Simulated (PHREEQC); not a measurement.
Solution (25 °C): 3.7 mol LiCl, 1.4 mol Na2SO4 and 0.0014 mol H4SiO4 per kg of water. Closed to the air; pH follows from the charge balance.

Model: Pitzer model, pitzer.dat, run in PHREEQC.

This is a speciation only: nothing precipitates in the calculation.

Problem. Estimate the pH.

Solution. pH 6.03.

The solution is supersaturated, for example in SiO2(a), so a real one may precipitate; this is no full list. In brines, pH and single-ion activities rest on the MacInnes convention.
